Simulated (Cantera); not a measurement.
Cantera run:

```python
import numpy as np
import cantera as ct

gas_names = """
    CL CL2 H HCL H2 Si SiCL SiCL2 SiCL3 SiCL4 SiH SiHCL3 SiH2 SiH2CL2 SiH3 SiH3CL SiH4 Si2 Si3
""".split()
cond_names = """
    Si(cr) Si(L)
""".split()


# ... load() reads the species with a 1 bar reference pressure and builds the phases ...
atoms = {
    'Si': {'Si': 1},
    'HCl': {'H': 1, 'CL': 1},
    'H2': {'H': 2},
}
top_T = {}  # K; cautious upper limits of use, not melting points


# ... equilibrate(T, P, feed) seeds the gas with the atoms and calls Mixture.equilibrate('TP', solver="gibbs", rtol=1e-10, max_steps=50000) ...
results = []
P = 97000  # Pa
for T in [650, 750, 850, 950, 1050, 1150, 1250, 1350, 1450, 1550, 1650]:
    for m in [0.71, 0.84, 0.99, 1.2, 1.4, 1.6, 1.9, 2.3, 2.7, 3.2, 3.7, 4.4]:
        feed = {'Si': 1, 'HCl': m, 'H2': 1.3}  # mol
        mix = equilibrate(T, P, feed)
        results.append((T, P, feed, dict(zip(mix.species_names, mix.species_moles))))

for T, P, feed, n in results:
    print(f"{T:7g} {feed['HCl']:10.4g}  " + (" + ".join(c for c in cond_names if n.get(c, 0) > 1e-12) or "gas only"))
```

It prints:

```
    650       0.71  Si(cr)
    650       0.84  Si(cr)
    650       0.99  Si(cr)
    650        1.2  Si(cr)
    650        1.4  Si(cr)
    650        1.6  Si(cr)
    650        1.9  Si(cr)
    650        2.3  Si(cr)
    650        2.7  Si(cr)
    650        3.2  Si(cr)
    650        3.7  gas only
    650        4.4  gas only
    750       0.71  Si(cr)
    750       0.84  Si(cr)
    750       0.99  Si(cr)
    750        1.2  Si(cr)
    750        1.4  Si(cr)
    750        1.6  Si(cr)
    750        1.9  Si(cr)
    750        2.3  Si(cr)
    750        2.7  Si(cr)
    750        3.2  Si(cr)
    750        3.7  gas only
    750        4.4  gas only
    850       0.71  Si(cr)
    850       0.84  Si(cr)
    850       0.99  Si(cr)
    850        1.2  Si(cr)
    850        1.4  Si(cr)
    850        1.6  Si(cr)
    850        1.9  Si(cr)
    850        2.3  Si(cr)
    850        2.7  Si(cr)
    850        3.2  Si(cr)
    850        3.7  gas only
    850        4.4  gas only
    950       0.71  Si(cr)
    950       0.84  Si(cr)
    950       0.99  Si(cr)
    950        1.2  Si(cr)
    950        1.4  Si(cr)
    950        1.6  Si(cr)
    950        1.9  Si(cr)
    950        2.3  Si(cr)
    950        2.7  Si(cr)
    950        3.2  Si(cr)
    950        3.7  gas only
    950        4.4  gas only
   1050       0.71  Si(cr)
   1050       0.84  Si(cr)
   1050       0.99  Si(cr)
   1050        1.2  Si(cr)
   1050        1.4  Si(cr)
   1050        1.6  Si(cr)
   1050        1.9  Si(cr)
   1050        2.3  Si(cr)
   1050        2.7  Si(cr)
   1050        3.2  Si(cr)
   1050        3.7  Si(cr)
   1050        4.4  gas only
   1150       0.71  Si(cr)
   1150       0.84  Si(cr)
   1150       0.99  Si(cr)
   1150        1.2  Si(cr)
   1150        1.4  Si(cr)
   1150        1.6  Si(cr)
   1150        1.9  Si(cr)
   1150        2.3  Si(cr)
   1150        2.7  Si(cr)
   1150        3.2  Si(cr)
   1150        3.7  Si(cr)
   1150        4.4  gas only
   1250       0.71  Si(cr)
   1250       0.84  Si(cr)
   1250       0.99  Si(cr)
   1250        1.2  Si(cr)
   1250        1.4  Si(cr)
   1250        1.6  Si(cr)
   1250        1.9  Si(cr)
   1250        2.3  Si(cr)
   1250        2.7  Si(cr)
   1250        3.2  Si(cr)
   1250        3.7  Si(cr)
   1250        4.4  gas only
   1350       0.71  Si(cr)
   1350       0.84  Si(cr)
   1350       0.99  Si(cr)
   1350        1.2  Si(cr)
   1350        1.4  Si(cr)
   1350        1.6  Si(cr)
   1350        1.9  Si(cr)
   1350        2.3  Si(cr)
   1350        2.7  Si(cr)
   1350        3.2  Si(cr)
   1350        3.7  Si(cr)
   1350        4.4  gas only
   1450       0.71  Si(cr)
   1450       0.84  Si(cr)
   1450       0.99  Si(cr)
   1450        1.2  Si(cr)
   1450        1.4  Si(cr)
   1450        1.6  Si(cr)
   1450        1.9  Si(cr)
   1450        2.3  Si(cr)
   1450        2.7  Si(cr)
   1450        3.2  Si(cr)
   1450        3.7  gas only
   1450        4.4  gas only
   1550       0.71  Si(cr)
   1550       0.84  Si(cr)
   1550       0.99  Si(cr)
   1550        1.2  Si(cr)
   1550        1.4  Si(cr)
   1550        1.6  Si(cr)
   1550        1.9  Si(cr)
   1550        2.3  Si(cr)
   1550        2.7  Si(cr)
   1550        3.2  Si(cr)
   1550        3.7  gas only
   1550        4.4  gas only
   1650       0.71  Si(cr)
   1650       0.84  Si(cr)
   1650       0.99  Si(cr)
   1650        1.2  Si(cr)
   1650        1.4  Si(cr)
   1650        1.6  Si(cr)
   1650        1.9  Si(cr)
   1650        2.3  Si(cr)
   1650        2.7  Si(cr)
   1650        3.2  gas only
   1650        3.7  gas only
   1650        4.4  gas only
```

Cantera equilibrium calculation (NASA polynomials, part measured and part estimated; ideal gas, pure solids and liquids). The tables' values for SiCl3 are old estimates.
